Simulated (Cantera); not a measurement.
A perfectly stirred reactor is fed with CH4 : C2H6 : C3H8 : O2 : N2 = 1 : 0.14 : 0.33 : 4.45 : 16.7 (molar parts), equivalence ratio 0.93, at 6.22 atm; it is adiabatic with a 800 K inlet, and is followed from long to short residence time, starting on the burning branch (τ in s: 0.15, 0.059, 0.023, 0.0089, 0.0034, 0.0013, 0.00052, 0.0002, 7.7e-05, 3e-05, 1.2e-05, 4.5e-06).

Model: GRI-Mech 3.0 (53 species, 325 reactions), integrated in Cantera. GRI-Mech 3.0 was tuned for natural gas; its chemistry of propane as a main component is partial and can be far from experiment.

Task: Predict: blow-out, bracketed by the residence times tried; x(CH4) at τ = 0.150 s; x(C2H6) at τ = 0.150 s; x(C3H8) at τ = 0.150 s; x(NO2) at τ = 0.150 s; x(HCO) at τ = 0.150 s; x(CH4) at τ = 0.520 ms; x(C2H6) at τ = 0.520 ms; x(C3H8) at τ = 0.520 ms; x(NO2) at τ = 0.520 ms; x(HCO) at τ = 0.520 ms.

Result: 
```
Item                                                                           Value
------------------------------------------------  ----------------------------------
blow-out, bracketed by the residence times tried  burning at 12.0 µs, out at 4.50 µs
x(CH4) at τ = 0.150 s                                                        1.01e-7
x(C2H6) at τ = 0.150 s                                                       1.51e-9
x(C3H8) at τ = 0.150 s                                                       4.86e-9
x(NO2) at τ = 0.150 s                                                        3.50e-6
x(HCO) at τ = 0.150 s                                                        7.51e-9
x(CH4) at τ = 0.520 ms                                                       2.00e-5
x(C2H6) at τ = 0.520 ms                                                      4.11e-7
x(C3H8) at τ = 0.520 ms                                                      1.14e-6
x(NO2) at τ = 0.520 ms                                                       6.93e-7
x(HCO) at τ = 0.520 ms                                                       6.49e-7
```
